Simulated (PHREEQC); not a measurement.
A PHREEQC speciation (ion-association model, wateq4f.dat) at 42 °C gives pH 6.05 and these molalities:

| species | mol/kgw |
|---|---|
| SO4-2 | 0.00105 |
| Fe+2 | 0.00105 |
| FeSO4 | 0.000150 |
| FeOH+ | 1.01e-6 |
| H+ | 9.45e-7 |

**Question.** What are the element totals, and what could have been dissolved in 1 kg of water to give them?

**Answer.** Several could match; the one computed here: totals Fe(2) 0.00120, S(6) 0.00120 mol/kgw, from 0.0012 mol FeSO4 per kg of water.

Precipitation was switched off in this run. Away from 25 °C the constants follow the database's enthalpies or fits; those with neither stay at their 25 °C values.
